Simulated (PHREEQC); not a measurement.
Synthetic water in mmol/kgw, 25 °C, pH 3.94, pe 11.7:

```json
[
 {"constituent": "Na", "mmol/kgw": "16.9"},
 {"constituent": "K", "mmol/kgw": "0.673"},
 {"constituent": "Ca", "mmol/kgw": "6.67"},
 {"constituent": "Mg", "mmol/kgw": "0.411"},
 {"constituent": "Cl", "mmol/kgw": "6.51"},
 {"constituent": "S(6)", "mmol/kgw": "12.5"},
 {"constituent": "P", "mmol/kgw": "0.05"},
 {"constituent": "Zn", "mmol/kgw": "0.0103"},
 {"constituent": "Ni", "mmol/kgw": "0.0551"}
]
```

Valence states are taken as typed.

All values are PHREEQC results (ion-association model, wateq4f.dat), not measurements.

No solid was allowed to form.

Task: What ionic strength, charge-balance error does the model give?

Result: ionic strength 0.0414 mol/kgw; charge-balance error 0.9 %.

Task: In which forms is Ni present?

Result: Ni+2 69 %, NiSO4 30 %, NiCl+ 0.5 % of the Ni.

Complexes and solids missing from the database can't appear. H3PO4, which wateq4f.dat lacks, is added to it with the constant of phreeqc.dat. The database has no phosphate complexes of Zn, Ni.
